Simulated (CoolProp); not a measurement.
Oxygen along the isobar 5290 kPa: fugacity coefficient from the reference equation and from simpler models built on Tc = 154.6 K, pc = 5046 kPa, ω = 0.022; each cubic takes its own stable root.

Model: reference Helmholtz-energy equation of state, Schmidt 1985, in CoolProp. Above 300 K oxygen's equation is extrapolated.

```tsv
T (K)	phase	reference
112	liquid	0.1231
135.4	liquid	0.3688
158.7	supercritical	0.6831
182.1	supercritical	0.7977
205.5	supercritical	0.8630
228.8	supercritical	0.9051
252.2	supercritical	0.9339
275.5	supercritical	0.9541
298.9	supercritical	0.9689
322.2	supercritical	0.9797
345.6	supercritical	0.9878
368.9	supercritical	0.9940
392.3	supercritical	0.9988
```

Q: How far does each simpler model (van der Waals, Redlich-Kwong, Soave-Redlich-Kwong) lie from the reference over these 13 states: mean and median of the absolute difference, and the worst?

A: 
- van der Waals: mean 10.4 %, median 1.7 %, worst +90.8 % at 112 K and 5290 kPa
- Redlich-Kwong: mean 0.9 %, median 0.5 %, worst -4.9 % at 112 K and 5290 kPa
- Soave-Redlich-Kwong: mean 0.5 %, median 0.4 %, worst +1.5 % at 135.4 K and 5290 kPa
